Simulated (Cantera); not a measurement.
Charge: 1 mol H2O, 4 mol H2, held at 1098 K and 39.0 Pa.

Equilibrium computed with Cantera from the NASA thermochemical tables; the gas is ideal and each condensed phase is pure. Candidate condensed phases: H2O; 9 gas species. The numbers say what is thermodynamically allowed, not how fast it happens.

Base state: H2 0.800, H2O 0.200 (mole fractions); condensed: gas only.

Question: What changes in the equilibrium state with this change: temperature from 1098 K to 3300 K?

Answer: 
| species | before | after |
|---|---|---|
| H | 1.12e-6 | 0.906 |
| O | <1e-9 | 0.0907 |
| H2 | 0.800 | 0.00240 |
| H2O | 0.200 | 2.62e-6 |
| OH | 1.23e-9 | 0.000405 |
| O2 | <1e-9 | 3.85e-5 |
